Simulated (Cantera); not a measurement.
A closed system holds: 1 mol Fe3O4, 0.058 mol Cl2, 0.55 mol N2, held at 0.100 bar.

Method: chemical equilibrium by Gibbs-energy minimisation in Cantera with the NASA 1993 tables (ideal gas, pure condensed phases). Candidate condensed phases: Fe, FeCl2, FeCl3, FeO, Fe2O3, Fe3O4; 19 gas species. Mutual solubility and eutectic melting of coexisting phases are not modelled. The numbers say what is thermodynamically allowed, not how fast it happens. All values below are at 1325 K.

Base state: N2 0.908, FeCl2 0.0767, FeCl3 0.0108, Cl 0.00201, Cl2 0.00169, O2 0.000375, Fe2Cl4 0.000102, NO 2.11e-5 (mole fractions); condensed: Fe2O3(s) + Fe3O4(s).

Problem. What changes in the equilibrium state with this change: 0.26 mol O2 added?

Solution. 
```json
[
 {"species": "N2", "before": "0.908", "after": "0.861"},
 {"species": "O2", "before": "0.000375", "after": "0.0526"},
 {"species": "FeCl2", "before": "0.0767", "after": "0.0314"},
 {"species": "Cl2", "before": "0.00169", "after": "0.0282"},
 {"species": "FeCl3", "before": "0.0108", "after": "0.0181"},
 {"species": "ClO", "before": "3.88e-7", "after": "1.88e-5"},
 {"species": "NO", "before": "2.11e-5", "after": "0.000243"},
 {"species": "Fe2O3(s), mol", "before": "0.211", "after": "1.48"},
 {"species": "Fe3O4(s), mol", "before": "0.842", "after": "0"}
]
```
